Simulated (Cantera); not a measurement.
A closed system holds: 1 mol SiH₂Cl₂, 0.84 mol CH₄, 2.3 mol H₂, at 2.03 Torr.

These are equilibrium values from Cantera (NASA tables, ideal gas, pure condensed phases), not measurements of a reactor. Candidate condensed phases: C, C₆H₆, C₇H₈, C₈H₁₈, Si, SiC; 109 gas species. The tables' values for SiCl, SiCl₃ are old estimates; treat these amounts as uncertain. Gases not in the tables: Si₂H₆ and higher silanes. Equilibrium is a limit: real reactors are often held back by kinetics, nucleation or transport.

log p: log10 of the partial pressure in bar; n: condensed amount in mol.

```json
[
 {"T (K)": "1850", "log p H₂": "-2.73", "log p H": "-4.64", "log p HCl": "-3.13", "log p Si": "-6.28", "log p Cl": "-5.15", "log p SiCl₂": "-4.15", "log p SiC₂": "-8.85", "n SiC(s)": "0.840", "n C(graphite)": "0"},
 {"T (K)": "1900", "log p H₂": "-2.74", "log p H": "-4.47", "log p HCl": "-3.13", "log p Si": "-5.97", "log p Cl": "-4.98", "log p SiCl₂": "-4.16", "log p SiC₂": "-8.29", "n SiC(s)": "0.839", "n C(graphite)": "0"},
 {"T (K)": "1950", "log p H₂": "-2.74", "log p H": "-4.31", "log p HCl": "-3.13", "log p Si": "-5.67", "log p Cl": "-4.83", "log p SiCl₂": "-4.17", "log p SiC₂": "-7.75", "n SiC(s)": "0.839", "n C(graphite)": "0"},
 {"T (K)": "2000", "log p H₂": "-2.74", "log p H": "-4.16", "log p HCl": "-3.14", "log p Si": "-5.40", "log p Cl": "-4.68", "log p SiCl₂": "-4.18", "log p SiC₂": "-7.23", "n SiC(s)": "0.837", "n C(graphite)": "0"},
 {"T (K)": "2050", "log p H₂": "-2.75", "log p H": "-4.02", "log p HCl": "-3.14", "log p Si": "-5.14", "log p Cl": "-4.54", "log p SiCl₂": "-4.21", "log p SiC₂": "-6.73", "n SiC(s)": "0.834", "n C(graphite)": "0"},
 {"T (K)": "2100", "log p H₂": "-2.76", "log p H": "-3.89", "log p HCl": "-3.15", "log p Si": "-4.92", "log p Cl": "-4.41", "log p SiCl₂": "-4.25", "log p SiC₂": "-6.24", "n SiC(s)": "0.828", "n C(graphite)": "0"},
 {"T (K)": "2150", "log p H₂": "-2.77", "log p H": "-3.76", "log p HCl": "-3.16", "log p Si": "-4.69", "log p Cl": "-4.28", "log p SiCl₂": "-4.28", "log p SiC₂": "-5.79", "n SiC(s)": "0.806", "n C(graphite)": "0.00834"},
 {"T (K)": "2200", "log p H₂": "-2.79", "log p H": "-3.64", "log p HCl": "-3.18", "log p Si": "-4.40", "log p Cl": "-4.18", "log p SiCl₂": "-4.27", "log p SiC₂": "-5.42", "n SiC(s)": "[?]", "n C(graphite)": "0.0613"},
 {"T (K)": "2250", "log p H₂": "-2.81", "log p H": "-3.53", "log p HCl": "-3.22", "log p Si": "-4.13", "log p Cl": "-4.08", "log p SiCl₂": "-4.27", "log p SiC₂": "-5.07", "n SiC(s)": "[?]", "n C(graphite)": "0.154"},
 {"T (K)": "2300", "log p H₂": "-2.84", "log p H": "-3.43", "log p HCl": "-3.26", "log p Si": "-3.87", "log p Cl": "-4.00", "log p SiCl₂": "-4.28", "log p SiC₂": "-4.73", "n SiC(s)": "[?]", "n C(graphite)": "0.321"},
 {"T (K)": "2350", "log p H₂": "-2.89", "log p H": "-3.35", "log p HCl": "-3.32", "log p Si": "-3.67", "log p Cl": "-3.92", "log p SiCl₂": "-4.35", "log p SiC₂": "-4.45", "n SiC(s)": "0", "n C(graphite)": "0.549"},
 {"T (K)": "2400", "log p H₂": "-2.92", "log p H": "-3.26", "log p HCl": "-3.34", "log p Si": "-3.65", "log p Cl": "-3.82", "log p SiCl₂": "-4.53", "log p SiC₂": "-4.37", "n SiC(s)": "0", "n C(graphite)": "0.500"},
 {"T (K)": "2450", "log p H₂": "-2.96", "log p H": "-3.18", "log p HCl": "-3.37", "log p Si": "-3.65", "log p Cl": "-3.73", "log p SiCl₂": "-4.75", "log p SiC₂": "-4.30", "n SiC(s)": "0", "n C(graphite)": "0.443"},
 {"T (K)": "2500", "log p H₂": "-3.01", "log p H": "-3.10", "log p HCl": "-3.41", "log p Si": "-3.65", "log p Cl": "-3.66", "log p SiCl₂": "-4.98", "log p SiC₂": "-4.24", "n SiC(s)": "0", "n C(graphite)": "0.379"}
]
```

**Question.** Complete the blanks.

**Answer.** 
- 2200, n SiC(s): 0.735
- 2250, n SiC(s): 0.605
- 2300, n SiC(s): 0.361
